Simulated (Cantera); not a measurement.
A freely propagating, adiabatic, planar premixed flame of H₂ : O₂ : N₂ = 1 : 0.385 : 1.45 (molar parts), equivalence ratio 1.3, unburnt at 675 K and 4.93 atm; multicomponent transport, grid criteria slope 0.08 and curve 0.16, no radiation.

Detailed kinetics in Cantera: the H2/O2 subset of GRI-Mech 3.0, which has no nitrogen chemistry. The hydrogen kinetics of GRI-Mech 3.0 are dated; newer H2 mechanisms differ, most at raised pressure. Burning velocities carry a grid error of a few per cent, more on coarse grids.

Task: Predict: laminar burning velocity; thermal thickness; peak x(O); peak x(H₂O₂); peak x(OH).

Result: 
```
Item                          Value
------------------------  ---------
laminar burning velocity  1070 cm/s
thermal thickness         0.0603 mm
peak x(O)                   0.00731
peak x(H₂O₂)                4.34e-5
peak x(OH)                   0.0159
```
